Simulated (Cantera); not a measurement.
An isothermal, constant-pressure homogeneous reactor starts with 20.8 % NO, 79.2 % N₂, at 1475 K and 368 Torr.

Detailed kinetics in Cantera: GRI-Mech 3.0 (53 species, 325 reactions).

x: mole fraction; the columns are a selection and need not sum to one.

```
t (s)      x NO      x O    x N₂O     x NO₂      x O₂
--------  -----  -------  -------  --------  --------
3.00e-5   0.208      [?]  4.22e-9  6.78e-10    <1e-12
0.000135  0.208      [?]  1.90e-8   9.56e-9  4.06e-12
0.000605  0.208  1.19e-8  8.49e-8   7.35e-8  3.48e-11
0.00272   0.208  1.28e-8  3.77e-7   3.75e-7  2.67e-10
0.0122    0.208      [?]  1.62e-6   1.80e-6   3.65e-9
0.0548    0.208      [?]  5.93e-6   9.22e-6   1.23e-7
0.246     0.208      [?]  1.28e-5   4.15e-5   7.47e-6
1.10      0.208      [?]  1.39e-5   6.09e-5  0.000118
4.96      0.207      [?]  1.38e-5   7.33e-5  0.000653
22.3      0.202      [?]  1.31e-5  0.000111   0.00300
100       0.183      [?]  1.07e-5  0.000185    0.0124
```

### Question
Some entries are withheld; supply them.

### Answer

- 3.00e-5, x O: 3.55e-9
- 0.000135, x O: 9.42e-9
- 0.0122, x O: 1.70e-8
- 0.0548, x O: 3.69e-8
- 0.246, x O: 1.09e-7
- 1.10, x O: 1.49e-7
- 4.96, x O: 1.78e-7
- 22.3, x O: 2.69e-7
- 100, x O: 4.82e-7
